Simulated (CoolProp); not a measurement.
Model: reference Helmholtz-energy equation of state, Bücker 2006, in CoolProp.

Q: Give the vapour pressure (kPa), vapour density (kg/m³), surface tension (mN/m) of saturated isobutane at 69.75 °C.

A: 
```tsv
T (°C)	p (kPa)	vapour density (kg/m³)	surface tension (mN/m)
69.75	1080	28.2	5.23
```

Surface tension comes from a separate correlation (Mulero 2012).
